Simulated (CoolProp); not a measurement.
Vapour-liquid equilibrium of R125 (1) + R236FA (2) at 0.109 MPa; x and y are mole fractions of (1).

Model: multi-fluid Helmholtz-energy mixture model, Lemmon 2005 and Pan 2012; pair parameters Bell 2016, in CoolProp.

```
x     bubble temperature (K)  y at the bubble point  dew temperature at overall composition x (K)  liquid density (mol/L)
----  ----------------------  ---------------------  --------------------------------------------  ----------------------
0.05                     ___                    ___                                         272.4                   9.669
0.15                   258.8                  0.539                                         270.1                   10.03
0.25                   251.8                  0.707                                         267.6                   10.35
0.35                   246.2                  0.806                                           ___                   10.66
0.45                   241.8                  0.870                                         261.8                   10.96
0.55                   238.0                  0.913                                         258.4                   11.25
0.65                   234.9                  0.943                                         254.4                   11.54
0.75                   232.1                  0.965                                         249.5                     ___
0.85                   229.7                  0.982                                         243.3                   12.12
0.95                   227.6                  0.995                                         234.0                   12.42
```

Task: Some entries are withheld; supply them.

Result: 
- 0.05, bubble temperature (K): 267.9
- 0.05, y at the bubble point: 0.239
- 0.35, dew temperature at overall composition x (K): 264.9
- 0.75, liquid density (mol/L): 11.83

No azeotrope shows between x = 0.05 and 0.95.

Pair parameters are fitted to limited data, so mixtures are less certain than the pure fluids.
